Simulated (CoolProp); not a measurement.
Values from CoolProp's reference Helmholtz-energy equation of state, Thol 2015.

Q: For octamethylcyclotetrasiloxane (D4), give the phase and the Z, Joule-Thomson coefficient (K/MPa) at 404.4 K and 43.3 bar.

A: 
- 404.4 K and 43.3 bar: liquid; Z 0.456, Joule-Thomson coefficient -0.282
